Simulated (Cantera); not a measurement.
Charge: 1 mol BN, 0.34 mol N2, at 2825 K and 1 atm.

Cantera equilibrium calculation (NASA polynomials, part measured and part estimated; ideal gas, pure solids and liquids). Candidate condensed phases: B, BN; 5 gas species. Equilibrium is a limit: real reactors are often held back by kinetics, nucleation or transport.

Base state: N2 0.998, B 0.00134, BN 0.000318 (mole fractions); condensed: B(l).

What changes in the equilibrium state with this change: 0.0034 mol HF added?


```tsv
species	before	after
N2	0.998	0.991
BF	0	0.00400
H	0	0.00245
H2	0	0.000765
BN	0.000318	0.000317
B	0.00134	0.00134
B(l), mol	0.999	0.995
```
